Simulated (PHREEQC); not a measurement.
A solution holds 0.0096 mol/kgw H2S and 0.017 mol/kgw FeCl2, at 25 °C. Closed to the air; pH follows from the charge balance.

Model: ion-association model, wateq4f.dat, run in PHREEQC.

Each row changes one thing in this solution. No solid was allowed to form.

```tsv
case	pH	H2S (mol/kgw)	FeCl+ (mol/kgw)	Fe(HS)2 (mol/kgw)	HS- (mol/kgw)	Fe(HS)3- (mol/kgw)
as made	3.62	0.00932	0.000364	0.000139	5.49e-6	8.30e-8
diluted 5-fold with water	4.25	0.00186	2.10e-5	2.87e-5	4.21e-6	1.32e-8
temperature from 25 to 85 °C	3.37	0.00909	0.000331	0.000252	7.96e-6	2.19e-7
FeCl2 from 0.017 to 0.0255 mol/kgw	3.58	0.00928	0.000726	0.000156	5.21e-6	8.80e-8
```

Some of these states are supersaturated (in Mackinawite, FeS(ppt), for instance). Constants without temperature data keep their 25 °C values here. The polysulfide entries of wateq4f.dat were taken out for this run.
